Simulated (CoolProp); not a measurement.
Saturated liquid density (kg/m³) of 1,2-dichloroethane: the reference equation beside estimates from Tc = 288.4 °C, pc = 5.226 MPa, ω = 0.269. Rackett uses Z = 0.29056 − 0.08775 ω.

Computed with CoolProp (reference Helmholtz-energy equation of state, Thol 2015).

```
T (°C)  reference  Rackett  van der Waals  Redlich-Kwong  Soave-Redlich-Kwong  Peng-Robinson
------  ---------  -------  -------------  -------------  -------------------  -------------
96.35        1136     1096          654.5          955.9                992.9           1123
100.15       1130     1090          651.0          949.8                987.2           1116
103.85       1123     1084          647.6          943.8                981.6           1110
107.65       1117     1078          644.0          937.5                975.7           1104
111.35       1111     1072          640.5          931.3                969.9           1098
115.15       1104     1066          636.9          924.9                963.8           1091
118.95       1098     1060          633.2          918.3                957.7           1084
122.65       1091     1053          629.6          911.8                951.5           1077
126.45       1084     1047          625.8          905.1                945.1           1070
130.15       1078     1041          622.0          898.5                938.8           1063
133.95       1071     1034          618.1          891.5                932.1           1056
137.75       1064     1027          614.2          884.5                925.3           1049
141.45       1057     1021          610.3          877.5                918.6           1041
145.25       1050     1014          606.2          870.3                911.6           1033
149.05       1043     1007          602.1          862.9                904.4           1025
```

Absolute difference from the reference over all 15 rows, mean and median: Rackett 3.5 and 3.5 %, van der Waals 42.3 and 42.3 %, Redlich-Kwong 16.5 and 16.4 %, Soave-Redlich-Kwong 12.8 and 12.8 %, Peng-Robinson 1.3 and 1.3 %.
